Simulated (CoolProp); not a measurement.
Properties of R124 along the isotherm 421.2 K.

Computed with CoolProp (reference Helmholtz-energy equation of state, de Vries 1995).

| p (bar) | phase | Z | cv (kJ/(kg K)) | speed of sound (m/s) | viscosity (µPa s) |
|---|---|---|---|---|---|
| 6.97 | gas | 0.9448 | 0.8384 | 158.3 | 18.2 |
| 13.9 | gas | 0.8861 | 0.8503 | 150.0 | 18.4 |
| 20.9 | gas | 0.8215 | 0.8640 | 141.0 | 18.9 |
| 27.9 | gas | 0.7499 | 0.8803 | 131.1 | 19.7 |
| 34.9 | gas | 0.6682 | 0.9003 | 120.2 | 21.2 |
| 41.8 | supercritical | 0.5729 | 0.9258 | 108.9 | 24.1 |
| 48.8 | supercritical | 0.4574 | 0.9571 | 100.1 | 31.0 |
| 55.8 | supercritical | 0.3641 | 0.9609 | 108.5 | 45.2 |
| 62.7 | supercritical | 0.3413 | 0.9401 | 133.8 | 57.3 |
| 69.7 | supercritical | 0.3464 | 0.9261 | 158.3 | 65.4 |
| 76.7 | supercritical | 0.3601 | 0.9175 | 179.3 | 71.3 |
| 83.6 | supercritical | 0.3770 | 0.9120 | 197.2 | 75.9 |
| 90.6 | supercritical | 0.3958 | 0.9081 | 213.5 | 80.0 |

Viscosity comes from a separate model (Bell 2016), an estimate that may be off by 10 % or more.
